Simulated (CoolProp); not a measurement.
Saturation properties of R21.

The numbers come from the reference Helmholtz-energy equation of state, Platzer 1990 in CoolProp. This equation is an older, rougher fit; its heat capacities, sound speeds and derivatives of the liquid may be far off and weren't checked against measurements.

```tsv
T (°C)	p (MPa)	liquid density (kg/m³)	enthalpy of vaporisation (kJ/kg)	vapour Z
44.65	0.3397	1319	218.3	0.9185
52.05	0.4200	1300	213.5	0.9061
59.55	0.5153	1279	208.4	0.8926
66.95	0.6242	1259	203.2	0.8781
74.35	0.7493	1238	197.8	0.8624
81.75	0.8921	1216	192.2	0.8455
89.15	1.054	1193	186.3	0.8274
96.55	1.236	1170	180.1	0.8079
103.95	1.441	1145	173.5	0.7869
111.45	1.672	1118	166.5	0.7639
118.85	1.926	1091	159.1	0.7394
126.25	2.207	1061	151.1	0.7128
133.65	2.517	1029	142.3	0.6837
141.05	2.859	994.5	132.7	0.6514
148.45	3.235	955.6	121.8	0.6152
```

It boils at 8.9 °C under 1 atm.
